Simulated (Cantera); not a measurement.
A closed system holds: 1 mol BaF₂, 0.032 mol HF, 1 mol N₂, held at 2175 K and 0.100 bar.

Method: chemical equilibrium by Gibbs-energy minimisation in Cantera with the NASA 1993 tables (ideal gas, pure condensed phases). Candidate condensed phases: Ba, BaF₂; 24 gas species. Rates play no part.

**Question.** What is the equilibrium state?

**Answer.** x(N₂): 0.492
x(BaF₂): 0.492
x(HF): 0.0157
x(F): 0.000244
x(BaF): 0.000230
x(H): 1.22e-5
gas amount: 2.032 mol
log10 activity of Ba(l) (absent): -9.63
